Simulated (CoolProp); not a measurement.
Vapour-liquid equilibrium of toluene (1) + ethylbenzene (2) at 0.572 MPa; x and y are mole fractions of (1).

The numbers come from the multi-fluid Helmholtz-energy mixture model, Lemmon 2006 and Zhou 2012; pair parameters Bell 2016 in CoolProp.

Give the bubble temperature and the first vapour's composition at x = 0.05, 0.35, 0.95. Is there an azeotrope?

x = 0.05: 486.4 K, y = 0.076; x = 0.35: 476.6 K, y = 0.455; x = 0.95: 459.7 K, y = 0.970. No azeotrope shows between x = 0.05 and 0.95.

Pair parameters are fitted to limited data, so mixtures are less certain than the pure fluids.
